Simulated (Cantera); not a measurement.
A Cantera script and its output.

```python
import numpy as np
import cantera as ct

gas = ct.Solution("gri30.yaml")
gas.TPX = 1975, 1333, {'C3H8': 1, 'H2': 7.1}
reactor = ct.IdealGasConstPressureReactor(gas, energy="off", clone=False)
net = ct.ReactorNet([reactor])
net.rtol, net.atol = 1e-08, 1e-18
show = ['C3H8', 'H2', 'CH2', 'C2H', 'C2H4', 'H', 'CH3']
times = np.geomspace(0.0001, 2, 15)

steps = ct.SolutionArray(gas, extra=["t"])
rows = []
print(f"{'t/s':>10s}{'T/K':>9s}{'P/Pa':>11s}" + "".join(f"{s:>11s}" for s in show))
for t in times:
    while net.time < t:
        t_next = net.step()
        steps.append(gas.state, t=t_next)
    rows.append([np.interp(t, steps.t, y) for y in (steps.T, steps.P, *steps(*show).X.T)])
    print(f"{t:10.3e}{rows[-1][0]:9.1f}{rows[-1][1]:11.4g}" + "".join(f"{x:11.3e}" for x in rows[-1][2:]))
rate = np.gradient(steps.T, steps.t)
print("integrator steps:", len(steps.t))
if steps.T.max() > steps.T[0] + 200:
    print(f"time of steepest temperature rise: {steps.t[rate.argmax()]:.4e} s")
gas.TPX = 1975, 1333, {'C3H8': 1, 'H2': 7.1}
gas.equilibrate("TP")
print(f"equilibrium (TP): T = {gas.T:.1f} K  " + "  ".join(f"{s} {gas[s].X[0]:.3e}" for s in show))
```

Result:

```
       t/s      T/K       P/Pa       C3H8         H2        CH2        C2H       C2H4          H        CH3
 1.000e-04   1975.0       1333  7.426e-04  7.462e-01  1.967e-04  8.527e-06  4.984e-02  1.630e-02  5.623e-02
 2.029e-04   1975.0       1333  1.213e-06  7.606e-01  1.267e-04  1.518e-05  2.643e-02  1.235e-02  3.511e-02
 4.116e-04   1975.0       1333  2.432e-07  7.749e-01  8.082e-05  1.475e-05  1.192e-02  8.890e-03  2.325e-02
 8.349e-04   1975.0       1333  1.149e-07  7.869e-01  5.424e-05  1.297e-05  5.116e-03  6.806e-03  1.611e-02
 1.694e-03   1975.0       1333  5.243e-08  7.982e-01  3.748e-05  1.129e-05  2.573e-03  5.474e-03  1.136e-02
 3.436e-03   1975.0       1333  2.260e-08  8.096e-01  2.675e-05  1.021e-05  1.483e-03  4.662e-03  8.088e-03
 6.971e-03   1975.0       1333  9.217e-09  8.214e-01  2.060e-05  1.010e-05  8.386e-04  4.364e-03  5.856e-03
 1.414e-02   1975.0       1333  3.134e-09  8.335e-01  1.690e-05  1.102e-05  4.213e-04  4.524e-03  4.134e-03
 2.869e-02   1975.0       1333  7.011e-10  8.445e-01  1.357e-05  1.283e-05  1.686e-04  5.044e-03  2.609e-03
 5.820e-02   1975.0       1333  8.746e-11  8.521e-01  9.924e-06  1.572e-05  5.547e-05  5.996e-03  1.396e-03
 1.181e-01   1975.0       1333  5.579e-12  8.552e-01  6.208e-06  2.015e-05  2.111e-05  7.557e-03  6.174e-04
 2.395e-01   1975.0       1333  2.053e-13  8.552e-01  3.100e-06  2.550e-05  1.356e-05  9.496e-03  2.290e-04
 4.860e-01   1975.0       1333  8.204e-15  8.546e-01  1.288e-06  2.891e-05  1.206e-05  1.074e-02  8.166e-05
 9.859e-01   1975.0       1333  8.020e-16  8.545e-01  5.652e-07  2.966e-05  1.183e-05  1.101e-02  3.459e-05
 2.000e+00   1975.0       1333  2.602e-16  8.545e-01  3.364e-07  2.972e-05  1.181e-05  1.103e-02  2.046e-05
integrator steps: 1479
equilibrium (TP): T = 1975.0 K  C3H8 1.953e-16  H2 8.545e-01  CH2 2.874e-07  C2H 2.973e-05  C2H4 1.180e-05  H 1.104e-02  CH3 1.745e-05
```

Model: GRI-Mech 3.0 (53 species, 325 reactions), integrated in Cantera. GRI-Mech 3.0 was tuned for natural gas; its chemistry of propane as a main component is partial and can be far from experiment. GRI-Mech 3.0 stops at C3 and has no aromatics, soot or wall deposition, so with more carbon than oxygen in the feed, carbon stays in small species such as C2H2 where larger ones or solid carbon would form. Radical loss at walls, strong at low pressure, is not modelled.
